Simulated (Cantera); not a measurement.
Input (Python, Cantera) and output of one run.

```python
import numpy as np
import cantera as ct

gas_names = [...]  # 109 gases of nasa_gas.yaml made of C, Cl, H, Si
cond_names = """
    C(gr) C6H6(L) C7H8(L) C8H18(L),n-octa Si(cr) Si(L) SiC(b)
""".split()


# ... load() reads the species with a 1 bar reference pressure and builds the phases ...
atoms = {
    '(CH3)2SiCl2': {'C': 2, 'H': 6, 'Si': 1, 'CL': 2},
    'HCl': {'H': 1, 'CL': 1},
    'H2': {'H': 2},
}
top_T = {'C(gr)': 4500, 'SiC(b)': 3050}  # K; cautious upper limits of use, not melting points


# ... equilibrate(T, P, feed) seeds the gas with the atoms and calls Mixture.equilibrate('TP', solver="vcs", rtol=1e-11, max_steps=5000) ...
results = []
feed = {'(CH3)2SiCl2': 1, 'HCl': 0.33, 'H2': 9.7}  # mol
T = 1950  # K
for P in [100, 320, 1000, 3200, 10000, 32000, 100000]:
    mix = equilibrate(T, P, feed)
    results.append((T, P, feed, dict(zip(mix.species_names, mix.species_moles))))

top = {s: max(r[3][s] / sum(r[3][g] for g in gas_names) for r in results) for s in gas_names}
cols = sorted((s for s in top if top[s] > 0.0001), key=lambda s: -top[s])[:7]
seen = [c for c in cond_names if any(r[3].get(c, 0) > 1e-12 for r in results)]
print("log10 of partial pressures in bar; condensed amounts in mol")
print(f"{'P/Pa':>10s}" + "".join(f"{s[:9]:>10s}" for s in cols + seen))
for T, P, feed, n in results:
    ng = sum(n[g] for g in gas_names)
    print(f"{P:10.4g}" + "".join(f"{np.log10(max(n[s] / ng * P / 1e5, 1e-99)):10.3f}" for s in cols)
          + "".join(f"{n.get(c, 0):10.4g}" for c in seen))
```

It prints:

```
log10 of partial pressures in bar; condensed amounts in mol
      P/Pa        H2       HCL         H        CL     SiCL2        Si C2H2,acet     C(gr)    SiC(b)
       100    -3.093    -3.820    -4.487    -5.339    -5.484    -5.967    -6.356     1.053    0.9328
       320    -2.581    -3.305    -4.231    -5.080    -4.967    -5.967    -5.843     1.042    0.9449
      1000    -2.082    -2.805    -3.982    -4.830    -4.466    -5.967    -5.345     1.038    0.9487
      3200    -1.575    -2.297    -3.728    -4.576    -3.957    -5.967    -4.837     1.037    0.9499
     1e+04    -1.079    -1.801    -3.480    -4.327    -3.461    -5.967    -4.341     1.037      0.95
   3.2e+04    -0.573    -1.295    -3.227    -4.074    -2.955    -5.967    -3.835     1.036    0.9496
     1e+05    -0.078    -0.800    -2.980    -3.827    -2.461    -5.967    -3.340     1.034    0.9485
```

Equilibrium computed with Cantera from the NASA thermochemical tables; the gas is ideal and each condensed phase is pure. The feed counts by its element totals alone. The tables' values for SiCl, SiCl3 are old estimates; treat these amounts as uncertain.
